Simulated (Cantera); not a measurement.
Equilibrium for silicon oxide and oxynitride deposition: SiF₄ + H₂O + N₂

Feed: 1 mol SiF₄, 1.6 mol H₂O, 68 mol N₂, at 240 Pa.

Equilibrium computed with Cantera from the NASA thermochemical tables; the gas is ideal and each condensed phase is pure. Candidate condensed phases: H₂O, Si, SiO₂, Si₂N₂O, Si₃N₄; 58 gas species. The tables' values for SiF₃, SiO₂, SiF₂ are old estimates; treat these amounts as uncertain. The tables hold silica as quartz up to 1696 K and as liquid above; real silica turns to tridymite and cristobalite and melts near 1996 K. Equilibrium is a limit: real reactors are often held back by kinetics, nucleation or transport.

At 750 K the condensed part is SiO₂(α-quartz). From 850 K to 1650 K the condensed part is SiO₂(β-quartz). From 1750 K to 1950 K the condensed part is SiO₂(condensed). At 2050 K the condensed part is SiO₂(l). The main Si-bearing gas is SiF₄ at 750 K and SiO at 2050 K. The share of Si in condensed phases is highest at 1650 K (78.8 %) and lowest at 2050 K (9.7 %).

```csv
T (K),x N₂,x HF,x SiO,x H₂O,x SiF₄,x O₂,x NO,x O,n SiO₂(α-quartz),n SiO₂(β-quartz),n SiO₂(condensed),n SiO₂(l)
750,0.956,0.0282,<1e-12,0.00842,0.00702,4.77e-11,1.33e-11,<1e-12,0.501,0,0,0
850,0.955,0.0344,<1e-12,0.00526,0.00544,7.47e-10,2.95e-10,<1e-12,0,0.613,0,0
950,0.954,0.0384,<1e-12,0.00326,0.00443,6.05e-9,3.27e-9,<1e-12,0,0.684,0,0
1050,0.953,0.0407,<1e-12,0.00206,0.00383,3.11e-8,2.23e-8,2.41e-12,0,0.727,0,0
1150,0.953,0.0421,<1e-12,0.00135,0.00348,1.16e-7,1.07e-7,5.77e-11,0,0.752,0,0
1250,0.953,0.0430,<1e-12,0.000919,0.00326,3.40e-7,3.95e-7,8.24e-10,0,0.767,0,0
1350,0.953,0.0435,2.57e-11,0.000652,0.00313,8.43e-7,1.19e-6,7.91e-9,0,0.777,0,0
1450,0.953,0.0439,2.26e-9,0.000479,0.00304,1.86e-6,3.11e-6,5.59e-8,0,0.783,0,0
1550,0.953,0.0441,1.09e-7,0.000364,0.00299,3.86e-6,7.31e-6,3.14e-7,0,0.786,0,0
1650,0.952,0.0442,3.03e-6,0.000285,0.00295,8.33e-6,1.65e-5,1.53e-6,0,0.788,0,0
1750,0.952,0.0443,4.50e-5,0.000227,0.00291,2.56e-5,4.24e-5,7.73e-6,0,0,0.786,0
1850,0.952,0.0443,0.000357,0.000183,0.00285,0.000130,0.000134,4.49e-5,0,0,0.764,0
1950,0.949,0.0441,0.00201,0.000151,0.00276,0.000720,0.000427,0.000247,0,0,0.641,0
2050,0.937,0.0435,0.00926,0.000126,0.00259,0.00348,0.00123,0.00117,0,0,0,0.0968
```
x: gas mole fraction; n: condensed amount in mol.
